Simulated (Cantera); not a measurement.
**Moist CO burnout**

A perfectly stirred reactor is fed with CO : O₂ : H₂O : N₂ = 0.018 : 0.015 : 0.00047 : 1 (molar parts), at 3.06 atm; it is held at 1350 K, and followed from long to short residence time.

Cantera simulation using GRI-Mech 3.0 (53 species, 325 reactions); the numbers are that mechanism's predictions, not measurements.

```csv
τ (s),x CO,x O₂,x H₂O,x O,x NO,x NO₂,x N₂O
0.50,0.000497,0.00609,0.000452,1.84e-5,1.04e-5,2.06e-7,3.50e-6
0.23,0.000837,0.00625,0.000450,3.05e-5,8.62e-6,1.41e-7,3.63e-6
0.10,0.00144,0.00654,0.000446,5.18e-5,6.60e-6,8.72e-8,3.55e-6
0.047,0.00231,0.00696,0.000440,8.20e-5,5.00e-6,5.54e-8,3.36e-6
0.022,0.00363,0.00759,0.000433,0.000127,3.68e-6,3.54e-8,3.12e-6
0.0099,0.00563,0.00856,0.000425,0.000191,2.56e-6,2.23e-8,2.86e-6
0.0045,0.00826,0.00983,0.000416,0.000265,1.63e-6,1.36e-8,2.54e-6
0.0021,0.0112,0.0113,0.000411,0.000327,8.75e-7,7.37e-9,2.11e-6
0.00094,0.0141,0.0127,0.000414,0.000339,3.12e-7,2.82e-9,1.43e-6
0.00043,0.0162,0.0138,0.000429,0.000238,4.97e-8,5.33e-10,6.18e-7
```
x: mole fraction; the columns are a selection and need not sum to one.
